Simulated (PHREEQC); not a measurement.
**Buffer (model solution)**

Make-up at 25 °C: 3.7 mmol/kgw KHCO3 and 3.6 mmol/kgw Na2HPO4. Closed to the air; pH follows from the charge balance.

Model: ion-association model, phreeqc.dat, run in PHREEQC.

```json
{
 "pH": "8.62",
 "ionic_strength": "0.0144 mol/kgw",
 "specific_conductance": "1040 µS/cm",
 "total_alkalinity": "7.30 meq/kg"
}
```

```json
[
 {"species": "Na+", "molality": "0.00715", "activity": "0.00635", "log γ": "-0.052"},
 {"species": "K+", "molality": "0.00368", "activity": "0.00326", "log γ": "-0.054"},
 {"species": "HCO3-", "molality": "0.00357", "activity": "0.00317", "log γ": "-0.050"},
 {"species": "HPO4-2", "molality": "0.00346", "activity": "0.00216", "log γ": "-0.204"},
 {"species": "CO3-2", "molality": "9.78e-5", "activity": "6.14e-5", "log γ": "-0.202"},
 {"species": "H2PO4-", "molality": "9.47e-5", "activity": "8.43e-5", "log γ": "-0.050"},
 {"species": "NaHPO4-", "molality": "3.00e-5", "activity": "2.67e-5", "log γ": "-0.050"},
 {"species": "CO2", "molality": "1.72e-5", "activity": "1.73e-5", "log γ": "0.001"}
]
```

Precipitation was switched off in this run. Complexes and solids missing from the database can't appear.
